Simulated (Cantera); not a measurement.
An isothermal, constant-pressure homogeneous reactor starts with NO : N2 = 1 : 0.75 (molar parts), at 1773 K and 40.5 Torr. Integrator tolerance rtol = 1e-08.

Cantera simulation using GRI-Mech 3.0 (53 species, 325 reactions); the numbers are that mechanism's predictions, not measurements.

What does this change do: temperature 1773 to 2050 K?


| quantity | before | after |
|---|---|---|
| x(NO) at 200 s | 0.0651 (gas-phase equilibrium 0.00420) | 0.00962 (gas-phase equilibrium 0.00962) |
| x(NO2) at 200 s | 4.40e-5 (gas-phase equilibrium 3.01e-6) | 4.09e-6 (gas-phase equilibrium 4.09e-6) |
| x(N2) at 200 s | 0.682 (gas-phase equilibrium 0.712) | 0.709 (gas-phase equilibrium 0.709) |
| x(O2) at 200 s | 0.253 (gas-phase equilibrium 0.283) | 0.279 (gas-phase equilibrium 0.279) |
| x(O) at 200 s | 0.000205 (gas-phase equilibrium 0.000216) | 0.00223 (gas-phase equilibrium 0.00223) |
| x(N2O) at 200 s | 1.33e-6 (gas-phase equilibrium 5.35e-8) | 1.19e-7 (gas-phase equilibrium 1.19e-7) |

What does this change do: pressure from 40.5 Torr to 18.8 Torr?


| quantity | before | after |
|---|---|---|
| x(NO) at 200 s | 0.0651 (gas-phase equilibrium 0.00420) | 0.141 (gas-phase equilibrium 0.00420) |
| x(NO2) at 200 s | 4.40e-5 (gas-phase equilibrium 3.01e-6) | 5.92e-5 (gas-phase equilibrium 2.05e-6) |
| x(N2) at 200 s | 0.682 (gas-phase equilibrium 0.712) | 0.644 (gas-phase equilibrium 0.712) |
| x(O2) at 200 s | 0.253 (gas-phase equilibrium 0.283) | 0.215 (gas-phase equilibrium 0.283) |
| x(O) at 200 s | 0.000205 (gas-phase equilibrium 0.000216) | 0.000281 (gas-phase equilibrium 0.000318) |
| x(N2O) at 200 s | 1.33e-6 (gas-phase equilibrium 5.35e-8) | 5.52e-6 (gas-phase equilibrium 3.64e-8) |
Radical loss at walls, strong at low pressure, is not modelled.
